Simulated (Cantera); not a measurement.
An adiabatic, constant-pressure homogeneous reactor starts with 18.4 % H2, 14.8 % O2, 65.4 % N2, 1.36 % NO, at 1373 K and 3.10 bar.

Computed with Cantera and GRI-Mech 3.0 (53 species, 325 reactions). The hydrogen kinetics of GRI-Mech 3.0 are dated; newer H2 mechanisms differ, most at raised pressure. The mechanism lacks 2 NO + O2 → 2 NO2 and HONO, so NO2 and the effect of NO are under-described below about 1400 K.

Task: Predict: time of steepest temperature rise; temperature at 0.900 s; equilibrium temperature; x(H2) at 0.900 s; x(O2) at 0.900 s; x(OH) at 0.900 s; x(O) at 0.900 s; x(H) at 0.900 s.

Result: 
| Property | Result |
|---|---|
| time of steepest temperature rise | 7.78 µs |
| temperature at 0.900 s | 2566 K |
| equilibrium temperature | 2566 K |
| x(H2) at 0.900 s | 0.00361 (gas-phase equilibrium 0.00361) |
| x(O2) at 0.900 s | 0.0598 (gas-phase equilibrium 0.0598) |
| x(OH) at 0.900 s | 0.0135 (gas-phase equilibrium 0.0135) |
| x(O) at 0.900 s | 0.00278 (gas-phase equilibrium 0.00278) |
| x(H) at 0.900 s | 0.00115 (gas-phase equilibrium 0.00115) |
